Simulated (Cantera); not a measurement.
Iron carbonyl, mercury and lead vapours: Fe(CO)₅ + CO + H₂

A closed system holds: 1 mol Fe(CO)₅, 1.7 mol CO, 0.12 mol H₂, held at 24.0 Pa.

Equilibrium computed with Cantera from the NASA thermochemical tables; the gas is ideal and each condensed phase is pure. Candidate condensed phases: C, C₆H₆, C₇H₈, C₈H₁₈, Fe, Fe(CO)₅, FeO, Fe(OH)₂, Fe(OH)₃, Fe₂O₃, Fe₃O₄, H₂O; 114 gas species. Condensed phases not in the tables: cementite and carbon dissolved in iron. Equilibrium is a limit: real reactors are often held back by kinetics, nucleation or transport.

From 502 °C to 727 °C the condensed part is C(graphite) + Fe(α). From 802 °C to 877 °C the condensed part is Fe(α). From 952 °C to 1252 °C the condensed part is Fe(γ).

```csv
T (°C),x CO,x CO₂,x H₂,x Fe,x H,n C(graphite),n Fe(α),n Fe(γ)
502,0.934,0.0477,0.0183,<1e-12,8.65e-12,0.312,1.00,0
577,0.977,0.00494,0.0177,<1e-12,1.76e-10,0.0337,1.00,0
652,0.982,0.000695,0.0176,1.15e-12,2.23e-9,0.00478,1.00,0
727,0.982,0.000131,0.0176,6.20e-11,1.94e-8,0.000907,1.00,0
802,0.982,3.15e-5,0.0176,1.88e-9,1.26e-7,0,1.00,0
877,0.982,9.14e-6,0.0176,3.58e-8,6.39e-7,0,1.00,0
952,0.982,3.10e-6,0.0176,4.70e-7,2.67e-6,0,0,1.000
1027,0.982,1.20e-6,0.0176,4.55e-6,9.47e-6,0,0,1.000
1102,0.982,5.15e-7,0.0176,3.42e-5,2.93e-5,0,0,1.000
1177,0.982,2.43e-7,0.0176,0.000208,8.09e-5,0,0,0.999
1252,0.981,1.83e-7,0.0175,0.00105,0.000202,0,0,0.993
```
x: gas mole fraction; n: condensed amount in mol.
